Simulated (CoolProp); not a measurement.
The fluid at 321.27 K and 0.0361 MPa expands adiabatically to 0.00314 MPa with isentropic efficiency 0.7. The same conditions are run with several fluids, on thermodynamics alone (safety and materials aside).

Model: reference Helmholtz-energy equation of state of each fluid (n-perfluorohexane: Gao 2022; R245fa: Akasaka 2015; R507A: Lemmon 2003; n-butane: Bücker 2006; propane: Lemmon 2009), in CoolProp. Blends and air are pseudo-pure fits.

| fluid | work (kJ/kg) | final temperature (K) | final density (kg/m³) |
|---|---|---|---|
| n-perfluorohexane | 12.9 | 305.2 | 0.419 |
| R245fa | 31.1 | 284.8 | 0.178 |
| R507A | 40.9 | 273.0 | 0.137 |
| n-butane | 70.7 | 279.1 | 0.0787 |
| propane | 90.0 | 266.0 | 0.0626 |
